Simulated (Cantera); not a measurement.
A closed system holds: 1 mol C₂H₄, 2.9 mol H₂, 5 mol N₂, equilibrated at 17.0 mbar.

These are equilibrium values from Cantera (NASA tables, ideal gas, pure condensed phases), not measurements of a reactor. Candidate condensed phases: C, C₆H₆, C₇H₈, C₈H₁₈; 110 gas species. Ions and electrons are included (thermal ionisation). Equilibrium is a limit: real reactors are often held back by kinetics, nucleation or transport.

**Question.** Which condensed phases are stable at each of these points (T (°C)): 1727, 2227, 2727, 3227, 3727, 4227, 4727?

**Answer.** 
```
T (°C)  condensed phases  C condensed (%)
------  ----------------  ---------------
1727         C(graphite)             95.8
2227         C(graphite)             77.6
2727            gas only              0.0
3227            gas only              0.0
3727            gas only              0.0
4227            gas only              0.0
4727            gas only              0.0
```

From 1727 °C to 2227 °C the condensed part is C(graphite). From 2727 °C to 4727 °C nothing is condensed.
